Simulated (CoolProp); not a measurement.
A simple Rankine cycle with carbonyl sulfide: condensing at 293.15 K, boiler at 3.28 MPa, turbine inlet 356.3 K, turbine efficiency 0.7, pump efficiency 0.6, no recuperator. Each further row changes one setting.

The numbers come from the reference Helmholtz-energy equation of state, Lemmon 2006 in CoolProp. It is a short technical equation, of lower accuracy than the large ones.

```csv
case,thermal efficiency (%),net work (kJ/kg),heat in (kJ/kg),turbine exit temperature (K),volume ratio over the turbine
as stated,8.1,22.0,270,293.2,2.72
turbine inlet 376.3 K,8.6,25.0,292,311.6,2.67
condensing temperature 285.15 K,9.5,26.5,280,285.1,3.32
boiler pressure 2.3 MPa,6.1,17.4,287,315.1,1.91
turbine efficiency 0.6,6.8,18.3,270,294.2,2.77
```

The expansion ends wet for: as stated; condensing temperature 285.15 K.
